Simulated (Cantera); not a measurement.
## Chemical vapour transport: Si + H2O + N2

A closed system holds: 1 mol Si, 2.3 mol H2O, 0.66 mol N2, equilibrated at 10.0 mbar.

These are equilibrium values from Cantera (NASA tables, ideal gas, pure condensed phases), not measurements of a reactor. Candidate condensed phases: H2O, Si, SiO2, Si2N2O, Si3N4; 35 gas species. The tables hold silica as quartz up to 1696 K and as liquid above; real silica turns to tridymite and cristobalite and melts near 1996 K. Equilibrium is a limit: real reactors are often held back by kinetics, nucleation or transport.

```
T (°C)   x H2   x N2  x H2O       x H  n SiO2(α-quartz)  n SiO2(β-quartz)  n SiO2(condensed)
------  -----  -----  -----  --------  ----------------  ----------------  -----------------
550     0.676  0.223  0.101  6.03e-11              1.00                 0                  0
650     0.676  0.223  0.101   2.01e-9                 0              1.00                  0
750     0.676  0.223  0.101   3.40e-8                 0              1.00                  0
850     0.676  0.223  0.101   3.50e-7                 0              1.00                  0
950     0.676  0.223  0.101   2.47e-6                 0              1.00                  0
1050    0.676  0.223  0.101   1.30e-5                 0              1.00                  0
1150    0.676  0.223  0.101   5.46e-5                 0              1.00                  0
1250    0.676  0.223  0.101  0.000190                 0             1.000                  0
1350    0.675  0.223  0.101  0.000568                 0             1.000                  0
1450    0.674  0.223  0.102   0.00150                 0                 0              0.999
```
x: gas mole fraction; n: condensed amount in mol.

At 550 °C the condensed part is SiO2(α-quartz). From 650 °C to 1350 °C the condensed part is SiO2(β-quartz). At 1450 °C the condensed part is SiO2(condensed).
